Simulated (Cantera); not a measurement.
A closed system holds: 1 mol CHF3, 0.064 mol HCl, at 0.130 bar.

Equilibrium computed with Cantera from the NASA thermochemical tables; the gas is ideal and each condensed phase is pure. Candidate condensed phases: C, C6H6, C7H8, C8H18; 118 gas species. Gases not in the tables: C2F6 and larger saturated fluorocarbons. Kinetics and transport are ignored.

x: gas mole fraction; n: condensed amount in mol.

```
T (K)   x HF  x CF4   x HCl      x Cl     x Cl2  x CClF3  n C(graphite)
-----  -----  -----  ------  --------  --------  -------  -------------
1125   0.641  0.319  0.0393  0.000106  0.000349        ?          0.500
1150   0.641  0.318  0.0390  0.000159  0.000439        ?          0.500
1175   0.641  0.318  0.0386  0.000234  0.000544        ?          0.501
1200   0.642  0.318  0.0382  0.000338  0.000665  0.00104          0.501
1225   0.642  0.318  0.0377  0.000479  0.000802  0.00112          0.501
1250   0.643  0.318  0.0371  0.000668  0.000953  0.00121          0.501
1275   0.643  0.317  0.0364  0.000917   0.00112  0.00130          0.501
1300   0.644  0.317  0.0356   0.00124   0.00129  0.00138          0.501
1325   0.644  0.316  0.0348   0.00165   0.00148  0.00146          0.502
1350   0.645  0.316  0.0338   0.00215   0.00166  0.00153          0.502
1375   0.646  0.316  0.0327   0.00278   0.00184  0.00159          0.503
1400   0.646  0.315  0.0316   0.00353   0.00201  0.00165          0.503
```

Task: Fill in the missing entries.

Result: 
- 1125, x CClF3: 0.000782
- 1150, x CClF3: 0.000864
- 1175, x CClF3: 0.000949
